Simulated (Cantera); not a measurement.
Hydrogen reduction and annealing atmospheres: Nb₂O₅ + H₂

A closed system holds: 1 mol Nb₂O₅, 340 mol H₂, at 0.0810 bar.

Method: chemical equilibrium by Gibbs-energy minimisation in Cantera with the NASA 1993 tables (ideal gas, pure condensed phases). Candidate condensed phases: H₂O, Nb, NbO, NbO₂, Nb₂O₅; 12 gas species. Mutual solubility and eutectic melting of coexisting phases are not modelled. NbO: taken at fixed stoichiometry. Condensed phases not in the tables: the oxides between NbO₂ and Nb₂O₅. Equilibrium is a limit: real reactors are often held back by kinetics, nucleation or transport.

At 898 K the condensed part is NbO₂(s) + Nb₂O₅(s). From 998 K to 1598 K the condensed part is NbO₂(s). From 1698 K to 1898 K the condensed part is NbO(s) + NbO₂(s). From 1998 K to 2098 K the condensed part is NbO(s).

| T (K) | log p H₂ | log p H | log p H₂O | log p NbO₂ | log p OH | log p NbO | log p O | n NbO₂(s) | n Nb₂O₅(s) | n NbO(s) |
|---|---|---|---|---|---|---|---|---|---|---|
| 898 | -1.09 | -10.51 | -3.73 | <-13 | <-13 | <-13 | <-13 | 1.55 | 0.224 | 0 |
| 998 | -1.09 | -9.21 | -3.62 | <-13 | <-13 | <-13 | <-13 | 2.00 | 0 | 0 |
| 1098 | -1.09 | -8.15 | -3.62 | <-13 | -13.04 | <-13 | <-13 | 2.00 | 0 | 0 |
| 1198 | -1.09 | -7.27 | -3.62 | <-13 | -11.90 | <-13 | <-13 | 2.00 | 0 | 0 |
| 1298 | -1.09 | -6.52 | -3.62 | <-13 | -10.93 | <-13 | <-13 | 2.00 | 0 | 0 |
| 1398 | -1.09 | -5.87 | -3.62 | -11.64 | -10.11 | <-13 | <-13 | 2.00 | 0 | 0 |
| 1498 | -1.09 | -5.31 | -3.62 | -10.24 | -9.39 | -12.33 | <-13 | 2.00 | 0 | 0 |
| 1598 | -1.09 | -4.82 | -3.62 | -9.01 | -8.76 | -10.79 | -12.57 | 2.00 | 0 | 0 |
| 1698 | -1.09 | -4.39 | -3.49 | -7.94 | -8.07 | -9.56 | -11.46 | 1.65 | 0 | 0.352 |
| 1798 | -1.09 | -4.00 | -3.31 | -6.99 | -7.40 | -8.54 | -10.42 | 0.961 | 0 | 1.04 |
| 1898 | -1.10 | -3.66 | -3.16 | -6.15 | -6.80 | -7.63 | -9.49 | 0.0640 | 0 | 1.93 |
| 1998 | -1.10 | -3.34 | -3.15 | -5.52 | -6.40 | -6.82 | -8.78 | 0 | 0 | 1.99 |
| 2098 | -1.10 | -3.06 | -3.16 | -4.97 | -6.04 | -6.09 | -8.15 | 0 | 0 | 1.95 |
log p: log10 of the partial pressure in bar; n: condensed amount in mol.
